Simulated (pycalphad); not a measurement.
# Phase fractions of Al-4.11Mg-2.07Si-1.56Mn (at.%)

Source of the numbers: pycalphad with the COST 507 light-alloy database (1999); pressure 1 atm. The data set is of 1999 and partly superseded. Not assessed as a whole: an extrapolation from subsystems, which can miss ternary compounds. Amounts are mole fractions of atoms. Kinetics are ignored, which matters at the lower temperatures.

| T (K) | LIQUID | ALMNSI_ALPHA | FCC_A1 | MG2SI | AL12MN |
|---|---|---|---|---|---|
| 1000 | 1.000 | - | - | - | - |
| 950 | 0.966 | 0.034 | - | - | - |
| 900 | 0.770 | 0.071 | 0.159 | - | - |
| 850 | - | 0.085 | 0.885 | 0.030 | - |
| 800 | - | 0.086 | 0.878 | 0.035 | - |
| 750 | - | 0.088 | 0.873 | 0.040 | - |
| 700 | - | 0.089 | 0.868 | 0.044 | - |
| 650 | - | 0.089 | 0.864 | 0.047 | - |
| 600 | - | 0.090 | 0.861 | 0.049 | - |
| 550 | - | 0.090 | 0.860 | 0.050 | - |
| 500 | - | 0.060 | 0.819 | 0.054 | 0.067 |
| 450 | - | 0.034 | 0.783 | 0.058 | 0.126 |
| 400 | - | 0.019 | 0.761 | 0.060 | 0.160 |
| 350 | - | 0.010 | 0.749 | 0.061 | 0.180 |

Database names, with the compositions (at.%) that they take in these runs: ALMNSI_ALPHA: Al 72-78 Mn 17 Si 4-11; MG2SI: Mg 67 Si 33; AL12MN: Al 92 Mn 8. FCC_A1 is fcc.
